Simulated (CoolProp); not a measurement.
n-hexane along the isotherm 580 K: density (kg/m³) from the reference equation and from simpler models built on Tc = 507.8 K, pc = 3.044 MPa, ω = 0.300; each cubic takes its own stable root.

The numbers come from the reference Helmholtz-energy equation of state, Thol 2019 in CoolProp.

| p (MPa) | phase | reference |
|---|---|---|
| 1.69 | gas | 34.67 |
| 3.38 | supercritical | 83.24 |
| 5.07 | supercritical | 158.3 |
| 6.76 | supercritical | 248.8 |
| 8.46 | supercritical | 307.9 |
| 10.1 | supercritical | 342.4 |
| 11.8 | supercritical | 367.1 |
| 13.5 | supercritical | 385.8 |
| 15.2 | supercritical | 400.8 |

Question: How far does each simpler model (ideal gas, Soave-Redlich-Kwong) lie from the reference over these 9 states: mean and median of the absolute difference, and the worst?

Answer: 
- ideal gas: mean 38.3 %, median 42.5 %, worst -51.4 % at 580 K and 6.76 MPa
- Soave-Redlich-Kwong: mean 8.9 %, median 10.5 %, worst -13.4 % at 580 K and 8.46 MPa
